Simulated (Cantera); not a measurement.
A closed system holds: 1 mol CCl₄, a varied amount of HCl, equilibrated at 2100 °C and 900 Pa.

Equilibrium computed with Cantera from the NASA thermochemical tables; the gas is ideal and each condensed phase is pure. Candidate condensed phases: C, C₆H₆, C₇H₈, C₈H₁₈; 91 gas species. The numbers say what is thermodynamically allowed, not how fast it happens.

**Question.** At 0.56 mol HCl, list the 4 most abundant gas species with their mole fractions, and the condensed phases.

**Answer.** Cl 0.876, HCl 0.120, H 0.00213, Cl₂ 0.00114. Condensed: C(graphite).
